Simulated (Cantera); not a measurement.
An adiabatic, constant-volume homogeneous reactor starts with 5.27 % CH4, 0.633 % H2, 19.8 % O2, 74.3 % N2, at 1675 K and 1.00 bar.

Detailed kinetics in Cantera: GRI-Mech 3.0 (53 species, 325 reactions).

One state of this run: T (K) = 1685; P (bar) = 1.01; x CH4 = 0.0497; x H2 = 0.00652; x O2 = 0.196; x H2O = 0.00228; x CH2 = 3.07e-7; x NO = 8.52e-11. x: mole fraction; the columns are a selection and need not sum to one.

Question: Which value of t (s) does it belong to?
A. 0.000117
B. 0.177
C. 2.00e-6
D. 0.00303

Answer: A, 0.000117
